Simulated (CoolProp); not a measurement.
Model: reference Helmholtz-energy equation of state, Thol 2014, in CoolProp.

### Question
Give the vapour pressure (MPa), liquid density (kg/m³), vapour density (kg/m³), enthalpy of vaporisation (kJ/kg) of saturated chloromethane (R40) at 262.6, 314.8 K.

### Answer
| T (K) | p (MPa) | liquid density (kg/m³) | vapour density (kg/m³) | enthalpy of vaporisation (kJ/kg) |
|---|---|---|---|---|
| 262.6 | 0.176 | 980 | 4.28 | 414 |
| 314.8 | 0.911 | 877 | 20.6 | 352 |
